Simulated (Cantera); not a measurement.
Input: 1 mol PbS, 320 mol H2, 0.85 mol N2, held at 1698 K and 0.00370 bar.

Method: chemical equilibrium by Gibbs-energy minimisation in Cantera with the NASA 1993 tables (ideal gas, pure condensed phases). The numbers say what is thermodynamically allowed, not how fast it happens.

```csv
species,before,after
H2,0.989,0.921
N2,0.00264,0.0273
Pb,0.00289,0.0237
PbS,0.000215,0.00837
S2,0.000303,0.00678
S,8.88e-5,0.000420
SH,0.000561,0.00256
H2S,0.00163,0.00719
H,0.00236,0.00228
```
Gas species are given as mole fractions.

Q: Which change was made?
A. temperature from 1698 K to 800 K
B. H2 from 320 to 29 mol
C. temperature from 1698 K to 1350 K
D. temperature from 1698 K to 1073 K

A: B, H2 from 320 to 29 mol
